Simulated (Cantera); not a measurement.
An isothermal, constant-pressure homogeneous reactor starts with 0.527 % H2, 99.5 % O2, at 1450 K and 0.0178 atm.

Model: the H2/O2 subset of GRI-Mech 3.0, which has no nitrogen chemistry, integrated in Cantera. Radical loss at walls, strong at low pressure, is not modelled.

One state of this run: x H2 = 1.51e-6; x O2 = 0.994; x OH = 0.000292; x H2O = 0.00513; x HO2 = 7.43e-8; x H2O2 = 1.75e-9; x O = 0.000616. x: mole fraction; the columns are a selection and need not sum to one.

Task: Which value of t (s) does it belong to?
(A) 0.00266
(B) 2.00
(C) 0.532
(D) 0.000707

Result: B, 2.00
